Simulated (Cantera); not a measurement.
Cantera run, input and output.

```python
import numpy as np
import cantera as ct

gas = ct.Solution("gri30.yaml")


def delay(T, t_max=10):
    gas.TPX = T, 140000, {'CH4': 1, 'O2': 2.99, 'N2': 19.7}
    reactor = ct.IdealGasReactor(gas, clone=False)
    net = ct.ReactorNet([reactor])
    net.rtol, net.atol = 1e-8, 1e-16
    while net.time < t_max:
        t_old, T_old = net.time, reactor.T
        net.step()
        if reactor.T > T + 400:  # ignition: a rise of 400 K
            return t_old + (T + 400 - T_old) / (reactor.T - T_old) * (net.time - t_old)
    return np.nan


taus = []
for T in [1200, 1300, 1400, 1500, 1600, 1700, 1800, 1900, 2000]:
    taus.append(delay(T))
    print(f"T0 = {T:6g} K   tau = {taus[-1]:.4e} s")
```

Result:

```
T0 =   1200 K   tau = 4.5942e-02 s
T0 =   1300 K   tau = 1.1986e-02 s
T0 =   1400 K   tau = 3.5430e-03 s
T0 =   1500 K   tau = 1.1976e-03 s
T0 =   1600 K   tau = 4.7095e-04 s
T0 =   1700 K   tau = 2.1402e-04 s
T0 =   1800 K   tau = 1.0947e-04 s
T0 =   1900 K   tau = 6.1401e-05 s
T0 =   2000 K   tau = 3.7039e-05 s
```

Cantera simulation using GRI-Mech 3.0 (53 species, 325 reactions); the numbers are that mechanism's predictions, not measurements.
